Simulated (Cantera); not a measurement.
What does this Cantera script print?

```python
import numpy as np
import cantera as ct

gas_names = [...]  # 118 gases of nasa_gas.yaml made of C, Cl, F, H
cond_names = """
    C(gr) C6H6(L) C7H8(L) C8H18(L),n-octa
""".split()


# ... load() reads the species with a 1 bar reference pressure and builds the phases ...
atoms = {
    'CH2F2': {'C': 1, 'H': 2, 'F': 2},
    'HCl': {'H': 1, 'CL': 1},
}
top_T = {'C(gr)': 4500}  # K; cautious upper limits of use, not melting points


# ... equilibrate(T, P, feed) seeds the gas with the atoms and calls Mixture.equilibrate('TP', solver="vcs", rtol=1e-11, max_steps=5000) ...
results = []
feed = {'CH2F2': 1, 'HCl': 2}  # mol
T = 3473.15  # K
for P in [1, 10, 100, 1000, 10000, 100000]:
    mix = equilibrate(T, P, feed)
    results.append((T, P, feed, dict(zip(mix.species_names, mix.species_moles))))

top = {s: max(r[3][s] / sum(r[3][g] for g in gas_names) for r in results) for s in gas_names}
cols = sorted((s for s in top if top[s] > 0.001), key=lambda s: -top[s])[:9]
seen = [c for c in cond_names if any(r[3].get(c, 0) > 1e-12 for r in results)]
print("log10 of partial pressures in bar; condensed amounts in mol")
print(f"{'P/Pa':>10s}" + "".join(f"{s[:9]:>10s}" for s in cols + seen))
for T, P, feed, n in results:
    ng = sum(n[g] for g in gas_names)
    print(f"{P:10.4g}" + "".join(f"{np.log10(max(n[s] / ng * P / 1e5, 1e-99)):10.3f}" for s in cols)
          + "".join(f"{n.get(c, 0):10.4g}" for c in seen))
```

Output:

```
log10 of partial pressures in bar; condensed amounts in mol
      P/Pa         H        HF        CL         F       HCL         C        H2        C3        C2     C(gr)
         1    -5.352    -8.609    -5.653    -5.654   -10.317    -5.955   -10.194   -11.662    -9.269         0
        10    -4.353    -6.613    -4.652    -4.657    -8.317    -4.958    -8.196    -8.673    -7.276         0
       100    -3.361    -4.653    -3.640    -3.688    -6.313    -4.003    -6.212    -5.808    -5.367         0
      1000    -2.412    -2.897    -2.585    -2.882    -4.308    -3.315    -4.313    -3.743    -3.990         0
     1e+04    -1.565    -1.563    -1.550    -2.395    -2.426    -2.881    -2.619    -2.441    -3.122         0
     1e+05    -0.904    -0.429    -0.620    -1.922    -0.835    -2.609    -1.297    -1.625    -2.578    0.3121
```

Cantera equilibrium calculation (NASA polynomials, part measured and part estimated; ideal gas, pure solids and liquids). The tables' values for CCl are old estimates; treat these amounts as uncertain.
